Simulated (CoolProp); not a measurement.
Vapour-liquid equilibrium of R143a (1) + isobutane (2) at 6.68 bar; x and y are mole fractions of (1).

Model: multi-fluid Helmholtz-energy mixture model, Lemmon and Jacobsen 2000 and Bücker 2006; pair parameters Bell 2016, in CoolProp.

| x | bubble temperature (°C) | y at the bubble point | dew temperature at overall composition x (°C) | liquid density (mol/L) |
|---|---|---|---|---|
| 0.05 | 38.0 | 0.248 | 46.9 | 9.210 |
| 0.15 | ? | 0.509 | 42.5 | 9.611 |
| 0.25 | 16.7 | 0.628 | ? | 9.892 |
| 0.35 | 12.4 | 0.694 | 32.9 | 10.12 |
| 0.45 | 9.7 | 0.738 | ? | ? |
| 0.55 | ? | 0.774 | 21.7 | 10.58 |
| 0.65 | ? | 0.808 | 15.3 | 10.84 |
| 0.75 | 4.7 | 0.847 | 9.0 | 11.14 |
| 0.85 | 3.5 | 0.894 | 4.6 | ? |
| 0.95 | 2.7 | 0.958 | 2.7 | 11.88 |

Question: What belongs in the gaps?

Answer: 
- 0.15, bubble temperature (°C): 24.1
- 0.25, dew temperature at overall composition x (°C): 37.9
- 0.45, dew temperature at overall composition x (°C): 27.5
- 0.45, liquid density (mol/L): 10.35
- 0.55, bubble temperature (°C): 7.7
- 0.65, bubble temperature (°C): 6.1
- 0.85, liquid density (mol/L): 11.48

No azeotrope shows between x = 0.05 and 0.95.

Pair parameters are fitted to limited data, so mixtures are less certain than the pure fluids.
